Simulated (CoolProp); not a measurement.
Vapour-liquid equilibrium of R134a (1) + R141b (2) at 340 kPa; x and y are mole fractions of (1).

The numbers come from the multi-fluid Helmholtz-energy mixture model, Tillner-Roth 1994 and Lemmon 2006; pair parameters Bell 2016 in CoolProp.

```
x      bubble temperature (°C)  y at the bubble point  dew temperature at overall composition x (°C)  liquid density (mol/L)
-----  -----------------------  ---------------------  ---------------------------------------------  ----------------------
0.05                      59.8                  0.296                                              ?                   9.993
0.125                     46.3                  0.554                                           67.0                   10.32
0.2                          ?                  0.694                                           63.9                   10.58
0.275                     29.6                  0.776                                           60.7                   10.81
0.35                      24.4                  0.828                                           57.3                   11.01
0.425                     20.4                  0.864                                           53.5                   11.19
0.5                       17.3                  0.890                                           49.5                   11.36
0.575                     14.7                  0.910                                           45.0                   11.52
0.65                      12.6                  0.927                                           39.9                   11.69
0.725                     10.6                  0.942                                           34.1                   11.85
0.8                        8.8                  0.956                                           27.3                   12.03
0.875                      7.1                      ?                                           19.1                   12.21
0.95                       5.4                  0.988                                            9.6                   12.41
```

Fill in the missing entries.


- 0.05, dew temperature at overall composition x (°C): 69.9
- 0.2, bubble temperature (°C): 36.6
- 0.875, y at the bubble point: 0.971

No azeotrope shows between x = 0.05 and 0.95.

The pair parameters rest on a limited set of measurements; away from them the model extrapolates.
